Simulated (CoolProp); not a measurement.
The numbers come from the reference Helmholtz-energy equation of state, Thol 2017 in CoolProp.

Problem. For octamethyltrisiloxane (MDM), give the phase and the density (kg/m³), cp (kJ/(kg K)) at 342 K and 9.41 bar; 441.9 K and 33.5 bar.

Solution. 
- 342 K and 9.41 bar: liquid; density 772, cp 1.89
- 441.9 K and 33.5 bar: liquid; density 670, cp 2.13
